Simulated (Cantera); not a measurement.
A Cantera script and its output.

```python
import numpy as np
import cantera as ct

gas = ct.Solution("gri30.yaml")
gas.TPX = 325, 510000, {'CO': 1, 'H2': 0.11, 'O2': 0.396, 'N2': 1.49}
flame = ct.FreeFlame(gas, width=0.013)
flame.set_refine_criteria(ratio=3, slope=0.08, curve=0.16)
flame.transport_model = "mixture-averaged"
flame.solve(loglevel=0, auto=True)
z, T = flame.grid, flame.T
thick = (T[-1] - T[0]) / np.gradient(T, z).max()
show = ['CO', 'H2', 'O2', 'NO', 'HO2', 'N2O']
print(f"laminar burning velocity  {flame.velocity[0] * 100:.3f} cm/s")
print(f"burnt temperature         {T[-1]:.1f} K")
print(f"thermal thickness         {thick * 1e3:.4f} mm")
print(f"grid points               {len(z)}")
z0 = z[flame.heat_release_rate.argmax()]
print(f"{'z/mm':>9s}{'T/K':>9s}{'u/(m/s)':>9s}" + "".join(f"{s:>11s}" for s in show))
rows = []
for k in (-3, -2, -1.5, -1, -0.5, -0.25, 0, 0.25, 0.5, 1, 2, 4, 8):
    zz = z0 + k * thick
    rows.append([k * thick, np.interp(zz, z, T), np.interp(zz, z, flame.velocity),
                 *(np.interp(zz, z, flame.X[gas.species_index(s)]) for s in show)])
    print(f"{rows[-1][0] * 1e3:9.3f}{rows[-1][1]:9.1f}{rows[-1][2]:9.3f}" + "".join(f"{x:11.3e}" for x in rows[-1][3:]))
```

It prints:

```
laminar burning velocity  61.575 cm/s
burnt temperature         2426.2 K
thermal thickness         0.0925 mm
grid points               109
     z/mm      T/K  u/(m/s)         CO         H2         O2         NO        HO2        N2O
   -0.277    325.0    0.616  3.338e-01  3.663e-02  1.322e-01  2.937e-13  4.326e-10  3.531e-15
   -0.185    325.0    0.616  3.339e-01  3.628e-02  1.322e-01  9.901e-12  1.432e-08  1.863e-13
   -0.139    325.3    0.616  3.342e-01  3.555e-02  1.323e-01  8.654e-11  1.236e-07  2.205e-12
   -0.092    328.3    0.620  3.349e-01  3.326e-02  1.326e-01  1.316e-09  1.836e-06  5.091e-11
   -0.046    422.9    0.792  3.335e-01  2.498e-02  1.307e-01  1.074e-07  1.183e-04  5.572e-09
   -0.023    785.3    1.452  3.141e-01  1.738e-02  1.162e-01  1.932e-06  5.609e-04  5.554e-08
    0.000   1276.0    2.305  2.700e-01  9.542e-03  8.552e-02  7.466e-06  1.836e-04  2.516e-07
    0.023   1606.6    2.831  2.215e-01  4.689e-03  5.366e-02  1.760e-05  6.888e-05  5.280e-07
    0.046   1800.3    3.112  1.876e-01  3.654e-03  3.486e-02  2.972e-05  3.382e-05  6.051e-07
    0.092   1995.9    3.387  1.595e-01  3.841e-03  2.112e-02  4.998e-05  1.489e-05  5.320e-07
    0.185   2155.3    3.617  1.455e-01  3.693e-03  1.386e-02  7.565e-05  6.809e-06  4.687e-07
    0.370   2274.0    3.785  1.352e-01  3.322e-03  8.396e-03  1.077e-04  2.946e-06  3.889e-07
    0.740   2353.0    3.893  1.273e-01  3.051e-03  4.383e-03  1.469e-04  1.217e-06  2.809e-07
```

Computed with Cantera and GRI-Mech 3.0 (53 species, 325 reactions). The hydrogen kinetics of GRI-Mech 3.0 are dated; newer H2 mechanisms differ, most at raised pressure. Burning velocities carry a grid error of a few per cent, more on coarse grids.
